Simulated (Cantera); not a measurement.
Feed: 1 mol Ta(OEt)5, 0.18 mol CH4, 2.7 mol H2, at 1.00 bar.

Equilibrium computed with Cantera from the NASA thermochemical tables; the gas is ideal and each condensed phase is pure. Candidate condensed phases: C, C6H6, C7H8, C8H18, H2O, Ta, TaC, Ta2O5; 113 gas species. The feed counts by its element totals alone. TaC: taken at fixed stoichiometry. Condensed phases not in the tables: Ta2C. Rates play no part. All values below are at 1650 K.

Base state: H2 0.756, CO 0.243, CH4 0.000759, H2O 0.000118, H 7.90e-5, C2H2 (acetylene) 3.45e-5, CO2 1.19e-5 (mole fractions); condensed: C(graphite) + TaC(s).

What changes in the equilibrium state with this change: pressure from 1.00 bar to 0.000290 bar?


| species | before | after |
|---|---|---|
| H2 | 0.756 | 0.753 |
| CO | 0.243 | 0.243 |
| H | 7.90e-5 | 0.00463 |
| CH4 | 0.000759 | 2.18e-7 |
| H2O | 0.000118 | 3.41e-8 |
| CO2 | 1.19e-5 | 3.42e-9 |
| C2H2 (acetylene) | 3.45e-5 | 3.43e-5 |
| C(graphite), mol | 4.17 | 4.18 |
| TaC(s), mol | 1.00 | 1.00 |
